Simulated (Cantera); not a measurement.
Mixture: CO : H2 : O2 : N2 = 1 : 0.056 : 1.29 : 4.84 (molar parts), equivalence ratio 0.41, at 0.987 atm, adiabatic and at constant volume. Ignition delay is the time to a rise of 400 K.

Cantera simulation using GRI-Mech 3.0 (53 species, 325 reactions); the numbers are that mechanism's predictions, not measurements. Where the delays flatten at high temperature, the 400 K rule measures the pace of heat release, not the induction time.

What does this change do: pressure from 0.987 atm to 0.760 atm?


| quantity | before | after |
|---|---|---|
| delay at 1025 K | 0.917 ms | 0.966 ms |
| delay at 1225 K | 0.234 ms | 0.309 ms |
| delay at 1425 K | 0.162 ms | 0.227 ms |
| delay at 1625 K | 0.153 ms | 0.227 ms |
| delay at 1825 K | 0.175 ms | 0.272 ms |
